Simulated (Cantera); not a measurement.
Stirred combustor or abatement burner

A perfectly stirred reactor is fed with CH4 : H2 : O2 : N2 = 1 : 0.046 : 2.15 : 9.68 (molar parts), at 5.80 bar; it is adiabatic with a 450 K inlet, and is followed from long to short residence time, starting on the burning branch (τ in s: 0.089, 0.036, 0.015, 0.006, 0.0025, 0.001, 0.00041, 0.00017, 6.9e-05, 2.8e-05).

Cantera simulation using GRI-Mech 3.0 (53 species, 325 reactions); the numbers are that mechanism's predictions, not measurements.

```json
[
 {"τ (s)": "0.089", "T (K)": "2133", "x CH4": "2.16e-6", "x H2": "0.000578", "x O2": "0.0102", "x OH": "0.00153", "x CH2": "4.49e-8"},
 {"τ (s)": "0.036", "T (K)": "2130", "x CH4": "4.82e-6", "x H2": "0.000680", "x O2": "0.0104", "x OH": "0.00163", "x CH2": "1.06e-7"},
 {"τ (s)": "0.015", "T (K)": "2124", "x CH4": "9.89e-6", "x H2": "0.000877", "x O2": "0.0108", "x OH": "0.00182", "x CH2": "2.36e-7"},
 {"τ (s)": "0.0060", "T (K)": "2113", "x CH4": "1.97e-5", "x H2": "0.00124", "x O2": "0.0115", "x OH": "0.00213", "x CH2": "5.14e-7"},
 {"τ (s)": "0.0025", "T (K)": "2096", "x CH4": "3.68e-5", "x H2": "0.00179", "x O2": "0.0124", "x OH": "0.00252", "x CH2": "1.02e-6"},
 {"τ (s)": "0.0010", "T (K)": "2070", "x CH4": "7.03e-5", "x H2": "0.00262", "x O2": "0.0139", "x OH": "0.00302", "x CH2": "1.99e-6"},
 {"τ (s)": "0.00041", "T (K)": "2033", "x CH4": "0.000135", "x H2": "0.00371", "x O2": "0.0160", "x OH": "0.00352", "x CH2": "3.60e-6"},
 {"τ (s)": "0.00017", "T (K)": "1984", "x CH4": "0.000276", "x H2": "0.00505", "x O2": "0.0190", "x OH": "0.00388", "x CH2": "6.27e-6"},
 {"τ (s)": "6.9e-5", "T (K)": "1908", "x CH4": "0.000686", "x H2": "0.00671", "x O2": "0.0243", "x OH": "0.00371", "x CH2": "1.13e-5"},
 {"τ (s)": "2.8e-5", "T (K)": "450", "x CH4": "0.0777", "x H2": "0.00357", "x O2": "0.167", "x OH": "<1e-12", "x CH2": "<1e-12"}
]
```
x: mole fraction; the columns are a selection and need not sum to one.
